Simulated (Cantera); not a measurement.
**Equilibrium for silicon oxide and oxynitride deposition: SiCl₄ + NO + H₂**

Feed: 1 mol SiCl₄, 0.76 mol NO, 27 mol H₂, held at 495 Torr.

These are equilibrium values from Cantera (NASA tables, ideal gas, pure condensed phases), not measurements of a reactor. Candidate condensed phases: H₂O, NH₄Cl, Si, SiO₂, Si₂N₂O, Si₃N₄; 47 gas species. Mutual solubility and eutectic melting of coexisting phases are not modelled. The tables' values for SiCl₃, SiCl are old estimates; treat these amounts as uncertain. The tables hold silica as quartz up to 1696 K and as liquid above; real silica turns to tridymite and cristobalite and melts near 1996 K. Equilibrium is a limit: real reactors are often held back by kinetics, nucleation or transport.

From 973 K to 1573 K the condensed part is SiO₂(β-quartz) + Si₂N₂O(s). At 1723 K the condensed part is SiO₂(condensed) + Si₂N₂O(s). At 1873 K nothing is condensed. The main Si-bearing gas is SiCl₄ at 973 K and SiO at 1873 K.

```csv
T (K),x H₂,x HCl,x SiO,x N₂,x SiCl₂,x SiCl₄,x H,n SiO₂(β-quartz),n Si₂N₂O(s),n SiO₂(condensed)
973,0.867,0.131,<1e-12,2.11e-7,1.70e-8,0.00166,1.24e-9,0.190,0.380,0
1123,0.867,0.131,5.41e-10,7.09e-7,2.15e-6,0.00153,4.88e-8,0.190,0.380,0
1273,0.866,0.132,2.17e-7,2.37e-6,7.06e-5,0.00122,8.17e-7,0.190,0.380,0
1423,0.865,0.133,1.75e-5,1.56e-5,0.000593,0.000559,7.61e-6,0.190,0.380,0
1573,0.864,0.133,0.000395,0.000251,0.00141,0.000128,4.65e-5,0.187,0.373,0
1723,0.859,0.131,0.00505,0.00251,0.00270,3.43e-5,0.000208,0,0.307,0.151
1873,0.837,0.116,0.0251,0.0126,0.00766,1.59e-5,0.000727,0,0,0
```
x: gas mole fraction; n: condensed amount in mol.
